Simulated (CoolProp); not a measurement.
Vapour-liquid equilibrium of R13 (1) + isobutane (2) at 399 kPa; x and y are mole fractions of (1).

Model: multi-fluid Helmholtz-energy mixture model, Platzer 1990 and Bücker 2006; pair parameters Bell 2016, in CoolProp. This equation is an older, rougher fit; its heat capacities, sound speeds and derivatives of the liquid may be far off and weren't checked against measurements.

**Question.** Give the bubble temperature and the first vapour's composition at x = 0.575, 0.8, 0.875. Is there an azeotrope?

**Answer.** x = 0.575: 233.1 K, y = 0.953; x = 0.8: 227.0 K, y = 0.979; x = 0.875: 225.1 K, y = 0.986. No azeotrope shows between x = 0.05 and 0.95.

The pair parameters rest on a limited set of measurements; away from them the model extrapolates.
